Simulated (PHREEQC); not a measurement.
# Alkaline etch or developer: an equilibrium model

Consider water at 37 °C with 0.12 mol/kgw TMAH, 0.00012 mol/kgw H3BO3 and 0.092 mol/kgw Na2CO3. Closed to the air; pH follows from the charge balance.

Equilibrium calculation in PHREEQC: ion-association model, phreeqc.dat.

Each row changes one thing in this solution. No solid was allowed to form.

| case | pH | ionic strength (mol/kgw) | NaCO3- (mol/kgw) | CO3-2 (mol/kgw) | HCO3- (mol/kgw) | NaHCO3 (mol/kgw) |
|---|---|---|---|---|---|---|
| as made | 12.53 | 0.296 | 0.0498 | 0.0421 | 8.01e-5 | 2.75e-6 |
| TMAH left out | ___ | 0.169 | 0.0520 | 0.0368 | 0.00302 | 0.000114 |
| TMAH replaced by (CH3)4NF at the same molality | 10.94 | 0.293 | 0.0479 | 0.0410 | 0.00307 | 0.000104 |
| temperature from 37 to 30 °C | 12.74 | 0.309 | 0.0432 | ___ | 6.34e-5 | 2.37e-6 |
| temperature from 37 to 20 °C | 13.07 | 0.329 | 0.0335 | ___ | 4.35e-5 | 1.84e-6 |
| TMAH from 0.12 to 0.24 mol/kgw | 12.81 | 0.421 | ___ | ___ | 4.04e-5 | 1.32e-6 |

Problem. What belongs in the gaps?

Solution. 
- TMAH left out, pH: 10.96
- temperature from 37 to 30 °C, CO3-2 (mol/kgw): 0.0487
- temperature from 37 to 20 °C, CO3-2 (mol/kgw): 0.0585
- TMAH from 0.12 to 0.24 mol/kgw, NaCO3- (mol/kgw): 0.0473
- TMAH from 0.12 to 0.24 mol/kgw, CO3-2 (mol/kgw): 0.0447

(CH3)4N+ isn't in the database: it is added as a free cation with an ion size of 4 Å. At this temperature some constants are extrapolated from 25 °C, and those without enthalpy data are left unchanged. Real BF4- forms and hydrolyses slowly; the run takes it at equilibrium.
